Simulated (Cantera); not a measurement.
Input: 1 mol Si3N4, 0.12 mol CO2, 40 mol N2, at 1798.15 K and 30.0 Pa.

Method: chemical equilibrium by Gibbs-energy minimisation in Cantera with the NASA 1993 tables (ideal gas, pure condensed phases). Mutual solubility and eutectic melting of coexisting phases are not modelled. The tables' values for SiN are old estimates; treat these amounts as uncertain. The numbers say what is thermodynamically allowed, not how fast it happens.

| species | before | after |
|---|---|---|
| N2 | 0.984 | 0.975 |
| SiO | 0.00510 | 0.0126 |
| Si | 0.0103 | 0.0103 |
| CO | 0.000526 | 0.00130 |
| Si2N | 0.000127 | 0.000126 |
| SiN | 7.88e-5 | 7.85e-5 |
| Si3 | 1.48e-5 | 1.48e-5 |
| Si2C | 0.000108 | 0.000108 |
| Si2 | 6.19e-5 | 6.19e-5 |
| Si(l), mol | 2.22 | 1.74 |
| SiC(s), mol | 0.0929 | 0.239 |
Gas species are given as mole fractions.

Which change was made?
(A) CO2 from 0.12 to 0.032 mol
(B) CO2 from 0.12 to 0.3 mol
(C) pressure from 30.0 Pa to 10000 Pa
(D) Si3N4 replaced by Si

B, CO2 from 0.12 to 0.3 mol
